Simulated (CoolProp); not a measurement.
Computed with CoolProp (reference Helmholtz-energy equation of state, Lemmon 2006). It is a short technical equation, of lower accuracy than the large ones.

Q: For R141b, give the phase and the density (kg/m³), cp (kJ/(kg K)), cv (kJ/(kg K)), isothermal compressibility (1/MPa) at 345.8 K and 2.77 MPa.

A: 
- 345.8 K and 2.77 MPa: liquid; density 1140, cp 1.22, cv 0.849, isothermal compressibility 0.00282
